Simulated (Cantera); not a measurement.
An isothermal, constant-pressure homogeneous reactor starts with 82.6 % NO, 11.6 % N2, 5.86 % H2O, at 1873 K and 0.0217 atm.

Computed with Cantera and GRI-Mech 3.0 (53 species, 325 reactions). Radical loss at walls, strong at low pressure, is not modelled.

Q: Predict: x(NO) at 200 s; x(NO2) at 200 s; x(N2) at 200 s; x(N2O) at 200 s; x(O) at 200 s; x(O2) at 200 s.

A: 
| Property | Result |
|---|---|
| x(NO) at 200 s | 0.0148 (gas-phase equilibrium 0.00603) |
| x(NO2) at 200 s | 6.57e-6 (gas-phase equilibrium 2.70e-6) |
| x(N2) at 200 s | 0.520 (gas-phase equilibrium 0.525) |
| x(N2O) at 200 s | 7.16e-8 (gas-phase equilibrium 4.15e-8) |
| x(O) at 200 s | 0.00102 (gas-phase equilibrium 0.00102) |
| x(O2) at 200 s | 0.404 (gas-phase equilibrium 0.408) |
